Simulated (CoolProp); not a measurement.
Computed with CoolProp (reference Helmholtz-energy equation of state, McLinden 2015).

Q: For the fluoroketone C6F12O (FK-5-1-12), give the phase and the density (kg/m³), speed of sound (m/s) at -11.15 °C and 17.7 bar.

A: 
- -11.15 °C and 17.7 bar: liquid; density 1710, speed of sound 630
